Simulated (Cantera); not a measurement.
A perfectly stirred reactor is fed with CH4 : H2 : H = 0.011 : 1 : 0.031 (molar parts), at 13300 Pa; it is held at 1625 K, and followed from long to short residence time.

Detailed kinetics in Cantera: GRI-Mech 3.0 (53 species, 325 reactions). GRI-Mech 3.0 stops at C3 and has no aromatics, soot or wall deposition, so with more carbon than oxygen in the feed, carbon stays in small species such as C2H2 where larger ones or solid carbon would form.

Task: Predict: x(CH4) at τ = 7.40 s; x(H2) at τ = 7.40 s; x(H) at τ = 7.40 s; x(CH2) at τ = 7.40 s; x(CH3) at τ = 7.40 s; x(CH4) at τ = 74.0 ms; x(H2) at τ = 74.0 ms; x(H) at τ = 74.0 ms; x(CH2) at τ = 74.0 ms; x(CH3) at τ = 74.0 ms.

Result: 
| Item | Result |
|---|---|
| x(CH4) at τ = 7.40 s | 0.00498 |
| x(H2) at τ = 7.40 s | 0.992 |
| x(H) at τ = 7.40 s | 0.000233 |
| x(CH2) at τ = 7.40 s | 5.30e-9 |
| x(CH3) at τ = 7.40 s | 2.37e-5 |
| x(CH4) at τ = 74.0 ms | 0.00778 |
| x(H2) at τ = 74.0 ms | 0.990 |
| x(H) at τ = 74.0 ms | 0.00106 |
| x(CH2) at τ = 74.0 ms | 1.62e-7 |
| x(CH3) at τ = 74.0 ms | 0.000168 |
